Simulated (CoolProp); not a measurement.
R1224YDZ along the isobar 1360 kPa: density (kg/m³) from the reference equation and from simpler models built on Tc = 155.5 °C, pc = 3334 kPa, ω = 0.325; each cubic takes its own stable root.

Values from CoolProp's reference Helmholtz-energy equation of state, Akasaka 2023.

```json
[
 {"T (°C)": "96.95", "phase": "liquid", "reference": "1127", "van der Waals": "83.28", "Redlich-Kwong": "89.38", "Soave-Redlich-Kwong": "968.9", "Peng-Robinson": "1099"},
 {"T (°C)": "105.55", "phase": "liquid", "reference": "1088", "van der Waals": "79.89", "Redlich-Kwong": "84.64", "Soave-Redlich-Kwong": "922.4", "Peng-Robinson": "1047"},
 {"T (°C)": "114.15", "phase": "gas", "reference": "84.14", "van der Waals": "76.86", "Redlich-Kwong": "80.62", "Soave-Redlich-Kwong": "82.43", "Peng-Robinson": "84.25"},
 {"T (°C)": "122.75", "phase": "gas", "reference": "79.39", "van der Waals": "74.12", "Redlich-Kwong": "77.14", "Soave-Redlich-Kwong": "78.33", "Peng-Robinson": "79.97"},
 {"T (°C)": "131.25", "phase": "gas", "reference": "75.55", "van der Waals": "71.65", "Redlich-Kwong": "74.10", "Soave-Redlich-Kwong": "74.85", "Peng-Robinson": "76.34"},
 {"T (°C)": "139.85", "phase": "gas", "reference": "72.25", "van der Waals": "69.36", "Redlich-Kwong": "71.35", "Soave-Redlich-Kwong": "71.77", "Peng-Robinson": "73.14"},
 {"T (°C)": "148.45", "phase": "gas", "reference": "69.39", "van der Waals": "67.24", "Redlich-Kwong": "68.87", "Soave-Redlich-Kwong": "69.03", "Peng-Robinson": "70.30"},
 {"T (°C)": "157.05", "phase": "gas", "reference": "66.86", "van der Waals": "65.28", "Redlich-Kwong": "66.61", "Soave-Redlich-Kwong": "66.58", "Peng-Robinson": "67.76"},
 {"T (°C)": "165.65", "phase": "gas", "reference": "64.59", "van der Waals": "63.46", "Redlich-Kwong": "64.55", "Soave-Redlich-Kwong": "64.36", "Peng-Robinson": "65.46"},
 {"T (°C)": "174.25", "phase": "gas", "reference": "62.54", "van der Waals": "61.75", "Redlich-Kwong": "62.64", "Soave-Redlich-Kwong": "62.34", "Peng-Robinson": "63.37"},
 {"T (°C)": "182.85", "phase": "gas", "reference": "60.67", "van der Waals": "60.15", "Redlich-Kwong": "60.88", "Soave-Redlich-Kwong": "60.48", "Peng-Robinson": "61.44"},
 {"T (°C)": "191.45", "phase": "gas", "reference": "58.95", "van der Waals": "58.65", "Redlich-Kwong": "59.24", "Soave-Redlich-Kwong": "58.76", "Peng-Robinson": "59.67"},
 {"T (°C)": "199.95", "phase": "gas", "reference": "57.38", "van der Waals": "57.25", "Redlich-Kwong": "57.72", "Soave-Redlich-Kwong": "57.18", "Peng-Robinson": "58.04"}
]
```

At some of these states van der Waals, Redlich-Kwong gives the other phase, because its saturation line lies elsewhere.
